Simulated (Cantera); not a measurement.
Reactions in the system C-K-O-S

Cantera with NASA thermochemical tables; ideal gases at 1 bar, condensed phases pure. Values are per mole of reaction as written; species without (g) are pure solids or liquids, kept so even where they would boil at 1 bar.

5 S + 2 CO₂(g) + 2 K(g) = K₂SO₄ + 2 CS₂(g)

| T (K) | ΔH° (kJ) | ΔS° (J/K) | ΔG° (kJ) | log10 K | condensed phases |
|---|---|---|---|---|---|
| 300 | -594.8 | -257.2 | -517.7 | 90.14 | S(s), K₂SO₄(s) |
| 625 | -619.0 | -312.8 | -423.5 | 35.39 | S(l), K₂SO₄(s) |
| 650 | -619.4 | -313.5 | -415.6 | 33.40 | S(l), K₂SO₄(s) |
| 675 | -619.6 | -313.8 | -407.8 | 31.56 | S(l), K₂SO₄(s) |
| 700 | -619.6 | -313.7 | -400.0 | 29.84 | S(l), K₂SO₄(s) |
| 725 | -619.4 | -313.5 | -392.1 | 28.25 | S(l), K₂SO₄(s) |
| 750 | -619.1 | -313.1 | -384.3 | 26.76 | S(l), K₂SO₄(s) |
| 775 | -618.7 | -312.6 | -376.5 | 25.37 | S(l), K₂SO₄(s) |
